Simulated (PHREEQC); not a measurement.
Make-up at 25 °C: 17 mmol/kgw Pb(NO3)2, 0.063 mmol/kgw HNO3 and 49 mmol/kgw Na2SO4. Closed to the air; pH follows from the charge balance.

All values are PHREEQC results (ion-association model, phreeqc.dat), not measurements.

**Question.** The ionic strength comes out as 0.142 mol/kgw. What activity coefficients do HSO4-, Pb+2, NO3-, NaSO4-, SO4-2 get?

**Answer.** HSO4- 0.76, Pb+2 0.34, NO3- 0.72, NaSO4- 0.77, SO4-2 0.33.

This is a speciation only: nothing precipitates in the calculation. The solution is supersaturated, for example in Anglesite, so a real one may precipitate; this is no full list. Species that the database lacks are ignored.
